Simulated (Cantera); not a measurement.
# Equilibrium for chlorosilane synthesis and conversion: Si + Cl₂ + H₂

Input: 1 mol Si, 0.57 mol Cl₂, a varied amount of H₂, at 925 K and 143 Torr.

Cantera equilibrium calculation (NASA polynomials, part measured and part estimated; ideal gas, pure solids and liquids). Candidate condensed phases: Si; 19 gas species. The tables' values for SiCl₃ are old estimates; treat these amounts as uncertain. The numbers say what is thermodynamically allowed, not how fast it happens.

From 0.49 mol H₂ to 11 mol H₂ the condensed part is Si(s). The main Si-bearing gas is SiCl₄ throughout.

```
n(H₂) (mol)   x H₂  x SiCl₄  x SiHCl₃    x HCl  x SiH₂Cl₂  n Si(s)
-----------  -----  -------  --------  -------  ---------  -------
0.49         0.600    0.315    0.0723  0.00950    0.00163    0.702
0.63         0.659    0.262    0.0661  0.00951    0.00163    0.701
0.82         0.716    0.213    0.0589  0.00941    0.00160    0.700
1.1          0.771    0.166    0.0508  0.00918    0.00152    0.699
1.4          0.811    0.134    0.0443  0.00891    0.00144    0.699
1.8          0.845    0.106    0.0379  0.00858    0.00133    0.698
2.3          0.874   0.0837    0.0323  0.00823    0.00122    0.698
3            0.900   0.0642    0.0269  0.00781    0.00110    0.697
3.8          0.918   0.0504    0.0226  0.00743   0.000998    0.697
5            0.936   0.0379    0.0184  0.00698   0.000881    0.697
6.4          0.948   0.0291    0.0152  0.00658   0.000783    0.697
8.4          0.959   0.0216    0.0123  0.00615   0.000683    0.698
11           0.968   0.0160   0.00985  0.00573   0.000593    0.699
```
x: gas mole fraction; n: condensed amount in mol.
